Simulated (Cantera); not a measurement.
A perfectly stirred reactor is fed with CH4 : O2 : N2 = 0.0061 : 0.0067 : 1 (molar parts), equivalence ratio 1.8, at 610000 Pa; it is held at 1500 K, and followed from long to short residence time.

Model: GRI-Mech 3.0 (53 species, 325 reactions), integrated in Cantera.

| quantity | before | after |
|---|---|---|
| x(CH4) at τ = 8.60 s | 0.000840 | 0.000236 |
| x(O2) at τ = 8.60 s | 3.91e-5 | 2.08e-5 |
| x(H2) at τ = 8.60 s | 0.00320 | 0.000783 |
| x(H2O2) at τ = 8.60 s | 1.60e-11 | 1.57e-12 |
| x(N2O) at τ = 8.60 s | 3.03e-10 | 2.65e-10 |
| x(CH4) at τ = 67.0 ms | 0.00144 | 0.000509 |
| x(O2) at τ = 67.0 ms | 0.00105 | 0.000544 |
| x(H2) at τ = 67.0 ms | 0.00225 | 0.000555 |
| x(H2O2) at τ = 67.0 ms | 6.98e-10 | 6.44e-11 |
| x(N2O) at τ = 67.0 ms | 1.58e-8 | 1.15e-8 |

Question: Which change was made?
A. N2 1 to 3.9 parts
B. temperature 1500 to 1300 K
C. CH4 0.0061 to 0.011 parts
D. temperature 1500 to 948 K

Answer: A, N2 1 to 3.9 parts
